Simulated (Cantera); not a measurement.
Input (Python, Cantera):

```python
import numpy as np
import cantera as ct

gas = ct.Solution("h2o2.yaml")
gas.TPX = 673, 101325, {'H2': 1.4, 'O2': 1.11, 'N2': 4.18}
inlet = ct.Reservoir(gas, clone=True)
gas.equilibrate("HP")  # start burning
reactor = ct.IdealGasConstPressureReactor(gas, energy="on", clone=False)
exhaust = ct.Reservoir(gas, clone=True)
tau = [0.026, 0.014, 0.0078, 0.0043, 0.0024, 0.0013, 0.00071, 0.00039, 0.00021, 0.00012, 6.4e-05, 3.5e-05, 1.9e-05][0]
for a, b in ((inlet, reactor), (reactor, exhaust)):
    ct.MassFlowController(a, b, mdot=lambda t: reactor.mass / tau)
net = ct.ReactorNet([reactor])
show = ['H2', 'O2', 'OH', 'H2O2', 'O']

rows = []
print(f"{'tau/s':>10s}{'T/K':>9s}" + "".join(f"{s:>11s}" for s in show))
for tau in [0.026, 0.014, 0.0078, 0.0043, 0.0024, 0.0013, 0.00071, 0.00039, 0.00021, 0.00012, 6.4e-05, 3.5e-05, 1.9e-05]:
    net.initial_time = 0.0
    net.advance(30 * tau)
    before = gas.X
    net.advance(40 * tau)
    drift = np.max(np.abs(gas.X - before) / (gas.X + 1e-9))
    rows.append([gas.T, *gas[show].X, drift])
    print(f"{tau:10.3e}{gas.T:9.1f}" + "".join(f"{x:11.3e}" for x in gas[show].X))
```

It prints:

```
     tau/s      T/K         H2         O2         OH       H2O2          O
 2.600e-02   2174.5  1.369e-03  6.696e-02  6.312e-03  1.942e-07  9.152e-04
 1.400e-02   2167.1  1.723e-03  6.685e-02  6.984e-03  1.990e-07  1.141e-03
 7.800e-03   2155.9  2.272e-03  6.671e-02  7.888e-03  2.106e-07  1.496e-03
 4.300e-03   2138.7  3.130e-03  6.657e-02  9.067e-03  2.336e-07  2.060e-03
 2.400e-03   2114.4  4.347e-03  6.648e-02  1.040e-02  2.700e-07  2.872e-03
 1.300e-03   2078.8  6.106e-03  6.650e-02  1.186e-02  3.270e-07  4.069e-03
 7.100e-04   2031.4  8.362e-03  6.674e-02  1.317e-02  4.087e-07  5.638e-03
 3.900e-04   1970.4  1.108e-02  6.729e-02  1.412e-02  5.299e-07  7.567e-03
 2.100e-04   1891.8  1.429e-02  6.831e-02  1.452e-02  7.331e-07  9.849e-03
 1.200e-04   1807.9  1.750e-02  6.978e-02  1.423e-02  1.048e-06  1.197e-02
 6.400e-05   1700.7  2.167e-02  7.232e-02  1.315e-02  1.689e-06  1.401e-02
 3.500e-05   1586.4  2.743e-02  7.640e-02  1.146e-02  2.833e-06  1.501e-02
 1.900e-05   1454.6  3.958e-02  8.449e-02  9.129e-03  4.890e-06  1.389e-02
```

Cantera simulation using the H2/O2 subset of GRI-Mech 3.0, which has no nitrogen chemistry; the numbers are that mechanism's predictions, not measurements.
